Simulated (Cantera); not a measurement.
Charge: 1 mol B2H6, 0.34 mol NH3, 92 mol H2, held at 1.33 mbar.

These are equilibrium values from Cantera (NASA tables, ideal gas, pure condensed phases), not measurements of a reactor. Candidate condensed phases: B, BN; 15 gas species. The feed counts by its element totals alone. Mutual solubility and eutectic melting of coexisting phases are not modelled. The tables' values for BH2 are old estimates; treat these amounts as uncertain. The numbers say what is thermodynamically allowed, not how fast it happens.

x: gas mole fraction; n: condensed amount in mol.

| T (°C) | x H2 | x H | x N2 | x BH2 | n B(s) | n BN(s) |
|---|---|---|---|---|---|---|
| 502 | 1.00 | 2.72e-11 | <1e-12 | 4.15e-12 | 1.66 | 0.340 |
| 602 | 1.00 | 1.37e-9 | <1e-12 | 1.37e-10 | 1.66 | 0.340 |
| 702 | 1.00 | 3.13e-8 | <1e-12 | 2.18e-9 | 1.66 | 0.340 |
| 802 | 1.00 | 4.02e-7 | <1e-12 | 2.06e-8 | 1.66 | 0.340 |
| 902 | 1.000 | … | … | 1.33e-7 | 1.66 | 0.340 |
| 1002 | 1.000 | 2.02e-5 | 3.45e-9 | 6.34e-7 | 1.66 | 0.340 |
| 1102 | 1.000 | 9.38e-5 | 1.07e-7 | 2.41e-6 | 1.66 | 0.340 |
| 1202 | 1.000 | 0.000355 | 2.07e-6 | 7.60e-6 | 1.66 | 0.340 |
| 1302 | 0.999 | 0.00114 | 2.75e-5 | 2.07e-5 | 1.66 | 0.335 |
| 1402 | 0.997 | 0.00317 | 0.000267 | 4.97e-5 | 1.71 | 0.289 |
| 1502 | 0.990 | … | 0.00177 | 0.000108 | 1.99 | 0 |
| 1602 | 0.980 | 0.0178 | 0.00176 | 0.000213 | 1.98 | 0 |

Q: What belongs in the gaps?

A: 
- 1502, x H: 0.00789
- 902, x H: 3.36e-6
- 902, x N2: 6.17e-11
